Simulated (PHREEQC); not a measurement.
Synthetic water in mmol/kgw, 25 °C, pH 2.46, pe 10.7:

```tsv
constituent	mmol/kgw
Na	0.194
K	0.111
Ca	1.91
Mg	0.74
Cl	0.619
S(6)	5.99
Cu(2)	0.00617
Mn(2)	0.152
F	0.0062
Pb	0.0605
B	0.00386
```

Na is adjusted to close the charge balance.
Valence states are taken as typed.

Equilibrium calculation in PHREEQC: ion-association model, wateq4f.dat.

Each row changes one thing in this solution. This is a speciation only: nothing precipitates in the calculation.

```
case                                               ionic strength (mol/kgw)  SO4-2 (mol/kgw)  HSO4- (mol/kgw)  Mg+2 (mol/kgw)  CaSO4 (mol/kgw)  MgSO4 (mol/kgw)  SI of Anglesite (PbSO4)  SI of Gypsum (CaSO4:2H2O)
-------------------------------------------------  ------------------------  ---------------  ---------------  --------------  ---------------  ---------------  -----------------------  -------------------------
as made                                                              0.0165          0.00425         0.000986        0.000540         0.000453         0.000200                    +0.48                      -1.06
temperature from 25 to 45 °C at the same typed pH                    0.0154          0.00377          0.00139        0.000483         0.000469         0.000256                    +0.35                      -1.10
Cl from 0.619 to 1.86 mmol/kgw                                       0.0178          0.00426         0.000977        0.000544         0.000443         0.000196                    +0.47                      -1.07
```

Species that the database lacks are ignored. Some of these states are supersaturated (in Anglesite, for instance). Away from 25 °C the constants follow the database's enthalpies or fits; those with neither stay at their 25 °C values. Real BF4- forms and hydrolyses slowly; the run takes it at equilibrium.
